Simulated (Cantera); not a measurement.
An isothermal, constant-pressure homogeneous reactor starts with 5.41 % H₂, 33.8 % O₂, 60.8 % N₂, equivalence ratio 0.080, at 1350 K and 82.5 Torr.

Computed with Cantera and the H2/O2 subset of GRI-Mech 3.0, which has no nitrogen chemistry. The temperature is held fixed by assumption; the heat of reaction is taken as removed at once.

x: mole fraction; the columns are a selection and need not sum to one.

| t (s) | x H₂ | x O₂ | x O | x OH | x H | x H₂O₂ |
|---|---|---|---|---|---|---|
| 0.000900 | 0.00149 | 0.307 | 0.0183 | ? | 0.00701 | 4.06e-7 |
| 0.00214 | 0.000766 | 0.313 | 0.00893 | ? | 0.00240 | 3.60e-7 |
| 0.00511 | 0.000231 | 0.317 | 0.00262 | ? | 0.000382 | 2.37e-7 |
| 0.0122 | 4.87e-5 | 0.319 | 0.000549 | ? | 3.66e-5 | 1.12e-7 |
| 0.0290 | 1.00e-5 | 0.319 | 0.000114 | ? | 3.47e-6 | 4.39e-8 |
| 0.0690 | 2.41e-6 | 0.319 | 2.78e-5 | ? | 4.21e-7 | 1.65e-8 |
| 0.164 | 6.97e-7 | 0.319 | 8.16e-6 | ? | 6.67e-8 | 6.28e-9 |
| 0.391 | 2.36e-7 | 0.319 | 2.80e-6 | ? | 1.34e-8 | 2.55e-9 |
| 0.932 | 9.92e-8 | 0.319 | 1.18e-6 | ? | 3.69e-9 | 1.22e-9 |
| 2.22 | 6.43e-8 | 0.319 | 7.64e-7 | 2.72e-5 | 1.93e-9 | 8.61e-10 |
| 5.29 | 6.09e-8 | 0.319 | 7.24e-7 | 2.64e-5 | 1.79e-9 | 8.26e-10 |
| 12.6 | 6.09e-8 | 0.319 | 7.24e-7 | 2.64e-5 | 1.78e-9 | 8.26e-10 |
| 30.0 | 6.09e-8 | 0.319 | 7.24e-7 | 2.64e-5 | 1.78e-9 | 8.26e-10 |

Problem. Complete the blanks.

Solution. 
- 0.000900, x OH: 0.00398
- 0.00214, x OH: 0.00286
- 0.00511, x OH: 0.00157
- 0.0122, x OH: 0.000723
- 0.0290, x OH: 0.000331
- 0.0690, x OH: 0.000164
- 0.164, x OH: 8.88e-5
- 0.391, x OH: 5.20e-5
- 0.932, x OH: 3.38e-5
